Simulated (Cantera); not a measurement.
Charge: 1 mol CS₂, 0.44 mol H₂O, 0.23 mol O₂, 7.3 mol H₂, equilibrated at 1050 K and 100000 Pa.

Cantera equilibrium calculation (NASA polynomials, part measured and part estimated; ideal gas, pure solids and liquids). Candidate condensed phases: C, C₆H₆, C₇H₈, C₈H₁₈, H₂O, H₂SO₄, S; 123 gas species. Rates play no part.

Base state: H₂ 0.633, H₂S 0.238, CO 0.0925, CH₄ 0.0229, H₂O 0.0106, CO₂ 0.00183, COS 0.00110, CS₂ 0.000158 (mole fractions); condensed: C(graphite).

**Question.** What changes in the equilibrium state with this change: H₂O from 0.44 to 0.093 mol?

**Answer.** 
```json
[
 {"species": "H₂", "before": "0.633", "after": "0.646"},
 {"species": "H₂S", "before": "0.238", "after": "0.259"},
 {"species": "CO", "before": "0.0925", "after": "0.0621"},
 {"species": "H₂O", "before": "0.0106", "after": "0.00728"},
 {"species": "CH₄", "before": "0.0229", "after": "0.0239"},
 {"species": "CO₂", "before": "0.00183", "after": "0.000824"},
 {"species": "COS", "before": "0.00110", "after": "0.000784"},
 {"species": "S₂", "before": "2.15e-5", "after": "2.43e-5"},
 {"species": "C(graphite), mol", "before": "0.0112", "after": "0.324"}
]
```
